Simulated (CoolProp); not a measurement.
Vapour-liquid equilibrium of carbon dioxide (1) + R142b (2) at 226.5 K; x and y are mole fractions of (1).

Values from CoolProp's multi-fluid Helmholtz-energy mixture model, Span 1996 and Lemmon 2006; pair parameters Bell 2016.

### Question
Give the bubble pressure and the first vapour's composition at x = 0.05, 0.35, 0.5. Is there an azeotrope?

### Answer
x = 0.05: 0.4801 bar, y = 0.671; x = 0.35: 2.873 bar, y = 0.960; x = 0.5: 4.084 bar, y = 0.977. No azeotrope shows between x = 0.05 and 0.95.

The pair parameters rest on a limited set of measurements; away from them the model extrapolates. The gap from Raoult's law changes sign with composition, which may be real or a fault of the pair parameters; it wasn't checked against measurements.
